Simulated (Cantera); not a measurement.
Input (Python, Cantera):

```python
import numpy as np
import cantera as ct

surf = ct.Interface("ptcombust.yaml", "Pt_surf")
gas = surf.adjacent["gas"]
gas.TPX = 975, 100000, {'CH4': 0.0024, 'O2': 0.012, 'N2': 0.79}
surf.TP = 975, 100000
reactor = ct.FlowReactor(gas, clone=False)
reactor.area = 0.0001  # m2
reactor.surface_area_to_volume_ratio = 370  # 1/m
reactor.mass_flow_rate = 1.2 * reactor.area * gas.density  # inlet velocity 1.2 m/s
reactor.energy_enabled = False
wall = ct.ReactorSurface(surf, reactor, clone=False)
net = ct.ReactorNet([reactor])
net.rtol, net.atol = 1e-8, 1e-16
show, cover = ['CH4', 'O2', 'H2O', 'CO2', 'CO'], ['PT(S)', 'H(S)', 'O(S)', 'OH(S)', 'CO(S)', 'C(S)']

rows = []
print(f"{'z/m':>9s}{'u/(m/s)':>9s}" + "".join(f"{s:>13s}" for s in show + cover))
for z in [5.3e-05, 9.4e-05, 0.00017, 0.0003, 0.00053, 0.00094, 0.0017, 0.003, 0.0053]:
    net.advance(z)
    rows.append([reactor.speed, *gas[show].X, *surf[cover].coverages])
    print(f"{z:9.4g}{rows[-1][0]:9.3g}" + "".join(f"{x:13.4e}" for x in rows[-1][1:]))
```

Result:

```
      z/m  u/(m/s)          CH4           O2          H2O          CO2           CO        PT(S)         H(S)         O(S)        OH(S)        CO(S)         C(S)
  5.3e-05      1.2   2.9764e-03   1.4904e-02   1.4421e-05   6.6256e-06   5.8496e-07   2.7645e-01   3.3571e-08   7.2336e-01   1.7295e-04   1.0938e-05   6.4198e-08
  9.4e-05      1.2   2.9708e-03   1.4893e-02   2.5560e-05   1.1884e-05   8.9612e-07   2.7651e-01   3.6432e-08   7.2329e-01   1.8784e-04   1.1134e-05   6.4112e-08
  0.00017      1.2   2.9605e-03   1.4872e-02   4.6165e-05   2.1819e-05   1.2624e-06   2.7659e-01   4.1201e-08   7.2319e-01   2.1265e-04   1.1355e-05   6.3943e-08
   0.0003      1.2   2.9429e-03   1.4837e-02   8.1273e-05   3.9090e-05   1.5441e-06   2.7671e-01   4.8253e-08   7.2303e-01   2.4930e-04   1.1497e-05   6.3640e-08
  0.00053      1.2   2.9121e-03   1.4776e-02   1.4296e-04   6.9809e-05   1.6641e-06   2.7689e-01   5.8636e-08   7.2279e-01   3.0317e-04   1.1489e-05   6.3091e-08
  0.00094      1.2   2.8578e-03   1.4667e-02   2.5154e-04   1.2410e-04   1.6598e-06   2.7721e-01   7.3487e-08   7.2239e-01   3.7994e-04   1.1329e-05   6.2114e-08
   0.0017      1.2   2.7594e-03   1.4471e-02   4.4824e-04   2.2249e-04   1.6063e-06   2.7782e-01   9.4820e-08   7.2168e-01   4.8941e-04   1.1005e-05   6.0334e-08
    0.003      1.2   2.5978e-03   1.4147e-02   7.7126e-04   3.8405e-04   1.5164e-06   2.7885e-01   1.2248e-07   7.2051e-01   6.2956e-04   1.0466e-05   5.7379e-08
   0.0053      1.2   2.3317e-03   1.3616e-02   1.3029e-03   6.4997e-04   1.3675e-06   2.8062e-01   1.5885e-07   7.1856e-01   8.0995e-04   9.5579e-06   5.2401e-08
```

Detailed kinetics in Cantera: Deutschmann's 1995 Pt surface mechanism with GRI-Mech 3.0 gas chemistry. Catalytic surfaces can have several steady states; this one follows from the mechanism file's or the stated starting coverage. Mass transfer to the wall is taken as infinitely fast.
